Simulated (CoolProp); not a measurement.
Properties of diethyl ether along the isobar 4.7 MPa (Tc = 467.9 K, pc = 3.717 MPa, ω = 0.282).

Values from CoolProp's reference Helmholtz-energy equation of state, Thol 2014.

```tsv
T (K)	phase	Z	cv (kJ/(kg K))	speed of sound (m/s)	Joule-Thomson coefficient (K/MPa)	isothermal compressibility (1/MPa)
404.6	liquid	0.1803	2.023	553.5	0.1036	0.007788
416.6	liquid	0.1816	2.059	498.6	0.2277	0.01007
428.5	liquid	0.1841	2.098	442.1	0.4010	0.01358
440.5	liquid	0.1884	2.140	381.9	0.6673	0.01964
452.4	liquid	0.1953	2.188	317.6	1.121	0.03163
464.4	liquid	0.2082	2.247	244.9	2.094	0.06415
476.3	supercritical	0.2410	2.336	160.9	5.245	0.2411
488.3	supercritical	0.3892	2.396	123.1	12.56	0.8195
500.2	supercritical	0.5111	2.346	143.1	11.14	0.5085
512.2	supercritical	0.5847	2.328	159.2	9.534	0.4068
524.1	supercritical	0.6378	2.328	172.1	8.325	0.3573
536.1	supercritical	0.6800	2.336	183.1	7.381	0.3269
548	supercritical	0.7144	2.349	192.7	6.632	0.3065
```
